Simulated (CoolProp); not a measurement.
Aqueous potassium formate as a coolant, at 33 °C, 1 atm.

Model: Melinder's fits for secondary coolants, in CoolProp.

```json
[
 {"mass %": "3.7", "freezing point (°C)": "-1.6", "Prandtl number": "5.40", "conductivity (W/(m K))": "0.610", "viscosity (mPa s)": "0.816", "density (kg/m³)": "…"},
 {"mass %": "6.9", "freezing point (°C)": "-3.2", "Prandtl number": "5.58", "conductivity (W/(m K))": "0.602", "viscosity (mPa s)": "0.856", "density (kg/m³)": "1037"},
 {"mass %": "10", "freezing point (°C)": "-4.9", "Prandtl number": "5.71", "conductivity (W/(m K))": "0.595", "viscosity (mPa s)": "0.892", "density (kg/m³)": "1056"},
 {"mass %": "13.2", "freezing point (°C)": "-6.8", "Prandtl number": "5.86", "conductivity (W/(m K))": "0.589", "viscosity (mPa s)": "0.932", "density (kg/m³)": "1075"},
 {"mass %": "16.4", "freezing point (°C)": "-9.0", "Prandtl number": "6.05", "conductivity (W/(m K))": "…", "viscosity (mPa s)": "0.982", "density (kg/m³)": "1095"},
 {"mass %": "19.5", "freezing point (°C)": "-11.2", "Prandtl number": "6.29", "conductivity (W/(m K))": "0.577", "viscosity (mPa s)": "1.04", "density (kg/m³)": "1114"},
 {"mass %": "22.7", "freezing point (°C)": "…", "Prandtl number": "6.58", "conductivity (W/(m K))": "0.572", "viscosity (mPa s)": "1.11", "density (kg/m³)": "1135"},
 {"mass %": "25.9", "freezing point (°C)": "-16.8", "Prandtl number": "6.92", "conductivity (W/(m K))": "0.566", "viscosity (mPa s)": "1.19", "density (kg/m³)": "1157"},
 {"mass %": "29", "freezing point (°C)": "-20.0", "Prandtl number": "7.27", "conductivity (W/(m K))": "0.559", "viscosity (mPa s)": "1.27", "density (kg/m³)": "1178"},
 {"mass %": "32.2", "freezing point (°C)": "-23.8", "Prandtl number": "7.64", "conductivity (W/(m K))": "0.552", "viscosity (mPa s)": "1.36", "density (kg/m³)": "1200"},
 {"mass %": "35.4", "freezing point (°C)": "-28.0", "Prandtl number": "8.02", "conductivity (W/(m K))": "0.544", "viscosity (mPa s)": "…", "density (kg/m³)": "1223"},
 {"mass %": "38.6", "freezing point (°C)": "-32.7", "Prandtl number": "8.43", "conductivity (W/(m K))": "…", "viscosity (mPa s)": "1.54", "density (kg/m³)": "1246"}
]
```

**Question.** Some entries are withheld; supply them.

**Answer.** 
- 3.7, density (kg/m³): 1018
- 16.4, conductivity (W/(m K)): 0.583
- 22.7, freezing point (°C): -13.9
- 35.4, viscosity (mPa s): 1.45
- 38.6, conductivity (W/(m K)): 0.536
